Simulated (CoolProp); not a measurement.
Vapour-liquid equilibrium of toluene (1) + n-nonane (2) at 3.86 kPa; x and y are mole fractions of (1).

Computed with CoolProp (multi-fluid Helmholtz-energy mixture model, Lemmon 2006 and Lemmon 2006; pair parameters Bell 2016).

Problem. Give the bubble temperature and the first vapour's composition at x = 0.05, 0.55, 0.85. Is there an azeotrope?

Solution. x = 0.05: 54.0 °C, y = 0.268; x = 0.55: 32.1 °C, y = 0.879; x = 0.85: 27.4 °C, y = 0.960. No azeotrope shows between x = 0.05 and 0.95.

The pair parameters rest on a limited set of measurements; away from them the model extrapolates.
